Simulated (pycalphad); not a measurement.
CALPHAD calculation (pycalphad, COST 507 light-alloy database (1999)), 1 atm. These are 1990s assessments: newer ones move some temperatures and phases. Amounts are mole fractions of atoms. Diffusion is slow at the low end, where real alloys seldom reach equilibrium.

### Question
Give the equilibrium state of Ti-0.06033C (wt.%) at 700 K.

### Answer
hcp, fraction 0.997, with 0.03 C wt.%; fcc, fraction 0.003, with 12.5 C wt.%.

The fcc model also describes the rock-salt carbide or nitride (TiC, TiN, HfC).
